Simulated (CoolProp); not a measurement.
R124 at 293.15 K and 0.178 MPa flows at 0.2 m/s in a round tube of 1 mm bore and 1.5 µm roughness, fully developed (64/Re and Nu = 3.66 if laminar; Colebrook and Gnielinski if turbulent). Each further row changes one setting.

Computed with CoolProp (reference Helmholtz-energy equation of state, de Vries 1995).

```json
[
 {"case": "as stated", "Reynolds number": "165", "Darcy friction factor": "0.387", "pressure drop (Pa/m)": "[?]", "heat-transfer coefficient (W/(m² K))": "46.7", "mass flow (kg/h)": "0.00593"},
 {"case": "velocity 0.4 m/s", "Reynolds number": "331", "Darcy friction factor": "0.193", "pressure drop (Pa/m)": "162", "heat-transfer coefficient (W/(m² K))": "46.7", "mass flow (kg/h)": "0.0119"},
 {"case": "diameter 2 mm", "Reynolds number": "331", "Darcy friction factor": "0.193", "pressure drop (Pa/m)": "[?]", "heat-transfer coefficient (W/(m² K))": "[?]", "mass flow (kg/h)": "[?]"}
]
```

### Question
What belongs in the gaps?

### Answer

- as stated, pressure drop (Pa/m): 81.2
- diameter 2 mm, pressure drop (Pa/m): 20.3
- diameter 2 mm, heat-transfer coefficient (W/(m² K)): 23.3
- diameter 2 mm, mass flow (kg/h): 0.0237

Viscosity comes from a separate model (Bell 2016), an estimate that may be off by 10 % or more. Thermal conductivity comes from a separate model (Huber 2003), an estimate that may be off by 10 % or more.
